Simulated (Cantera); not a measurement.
A Cantera script and what it prints.

```python
import numpy as np
import cantera as ct

gas_names = [...]  # 151 gases of nasa_gas.yaml made of C, H, N, O, Si
cond_names = """
    C(gr) C6H6(L) C7H8(L) C8H18(L),n-octa H2O(s) H2O(L) Si(cr) Si(L) SiC(b) SiO2(Lqz) SiO2(hqz) SiO2(L)
    Si2N2O(s) Si3N4(a)
""".split()


# ... load() reads the species with a 1 bar reference pressure and builds the phases ...
atoms = {
    'TEOS': {'Si': 1, 'C': 8, 'H': 20, 'O': 4},
    'NO': {'N': 1, 'O': 1},
    'N2': {'N': 2},
}
top_T = {'C(gr)': 4500, 'SiC(b)': 3050, 'Si2N2O(s)': 2100, 'Si3N4(a)': 2400}  # K; cautious upper limits of use, not melting points


# ... equilibrate(T, P, feed) seeds the gas with the atoms and calls Mixture.equilibrate('TP', solver="vcs", rtol=1e-11, max_steps=5000) ...
results = []
feed = {'TEOS': 1, 'NO': 0.54, 'N2': 1.4}  # mol
P = 7400  # Pa
for T in [1025, 1125, 1225, 1325, 1425, 1525, 1625, 1725]:
    mix = equilibrate(T, P, feed)
    results.append((T, P, feed, dict(zip(mix.species_names, mix.species_moles))))

top = {s: max(r[3][s] / sum(r[3][g] for g in gas_names) for r in results) for s in gas_names}
cols = sorted((s for s in top if top[s] > 0.001), key=lambda s: -top[s])[:9]
seen = [c for c in cond_names if any(r[3].get(c, 0) > 1e-12 for r in results)]
print("log10 of partial pressures in bar; condensed amounts in mol")
print(f"{'T/K':>10s}" + "".join(f"{s[:9]:>10s}" for s in cols + seen))
for T, P, feed, n in results:
    ng = sum(n[g] for g in gas_names)
    print(f"{T:10.4g}" + "".join(f"{np.log10(max(n[s] / ng * P / 1e5, 1e-99)):10.3f}" for s in cols)
          + "".join(f"{n.get(c, 0):10.4g}" for c in seen))
```

Result:

```
log10 of partial pressures in bar; condensed amounts in mol
       T/K        H2        CO        N2       CH4       H2O       SiO       HCN     C(gr)    SiC(b) SiO2(hqz) Si2N2O(s)
      1025    -1.286    -1.886    -2.058    -3.705    -3.748   -15.130    -6.787     5.468         0         1         0
      1125    -1.284    -1.880    -2.060    -4.108    -4.356   -12.027    -6.185     5.455         0         1         0
      1225    -1.284    -1.879    -2.060    -4.449    -4.869    -9.435    -5.682     5.456         0         1         0
      1325    -1.288    -1.849    -2.083    -4.749    -5.279    -7.272    -5.269     5.249         0    0.8617   0.06912
      1425    -1.313    -1.707    -2.245    -5.050    -5.537    -5.969    -4.997     3.957         0         0    0.4999
      1525    -1.313    -1.707    -2.245    -5.268    -5.862    -4.973    -4.680     3.956         0         0    0.4989
      1625    -1.341    -1.685    -2.119    -5.514    -6.152    -4.183    -4.353     2.478    0.9856         0         0
      1725    -1.341    -1.686    -2.120    -5.683    -6.403    -4.039    -4.108      2.48      0.98         0         0
```

These are equilibrium values from Cantera (NASA tables, ideal gas, pure condensed phases), not measurements of a reactor. The feed counts by its element totals alone. Mutual solubility and eutectic melting of coexisting phases are not modelled. The tables hold silica as quartz up to 1696 K and as liquid above; real silica turns to tridymite and cristobalite and melts near 1996 K.
